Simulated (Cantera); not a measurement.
A closed system holds: 1 mol SiCl4, 1.9 mol HCl, 8.9 mol H2, equilibrated at 827 °C and 6.50 bar.

Cantera equilibrium calculation (NASA polynomials, part measured and part estimated; ideal gas, pure solids and liquids). Candidate condensed phases: Si; 19 gas species. The tables' values for SiCl3 are old estimates; treat these amounts as uncertain. Equilibrium is a limit: real reactors are often held back by kinetics, nucleation or transport.

Base state: H2 0.749, HCl 0.166, SiCl4 0.0793, SiHCl3 0.00526, SiCl3 0.000133, SiH2Cl2 4.18e-5 (mole fractions); condensed: gas only.

Question: What changes in the equilibrium state with this change: temperature from 827 °C to 1350 °C?

Answer: 
```
species    before    after
-------  --------  -------
H2          0.749    0.690
HCl         0.166    0.228
SiCl4      0.0793   0.0314
SiCl2     3.12e-6   0.0191
SiCl3    0.000133   0.0160
SiHCl3    0.00526   0.0147
H         8.78e-9  2.25e-5
SiH3Cl    8.82e-8  2.77e-5
SiH2Cl2   4.18e-5  0.00117
```

Question: What changes in the equilibrium state with this change: temperature from 827 °C to 1275 °C?

Answer: 
```tsv
species	before	after
H2	0.749	0.705
HCl	0.166	0.212
SiCl4	0.0793	0.0419
SiCl2	3.12e-6	0.0106
SiCl3	0.000133	0.0126
SiHCl3	0.00526	0.0170
H	8.78e-9	1.02e-5
SiH3Cl	8.82e-8	2.22e-5
SiH2Cl2	4.18e-5	0.00113
```
